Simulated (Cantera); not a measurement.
Input: 1 mol FeS, 200 mol H2, 6.1 mol N2, at 1777 °C and 101000 Pa.

Equilibrium computed with Cantera from the NASA thermochemical tables; the gas is ideal and each condensed phase is pure. Candidate condensed phases: Fe, FeS, FeS2, S; 16 gas species. Rates play no part.

Q: What is the equilibrium state?

A: 
```
Item                                Result
-------------------------------  ---------
x(H2)                                0.963
x(N2)                               0.0295
x(H2S)                             0.00405
x(H)                               0.00221
x(SH)                             0.000631
x(Fe)                             0.000622
x(S2)                              6.52e-5
x(S)                               3.51e-5
x(NH3)                             3.05e-6
n(Fe(l))                         0.872 mol
gas amount                       206.5 mol
log10 activity of S(l) (absent)      -3.69
```
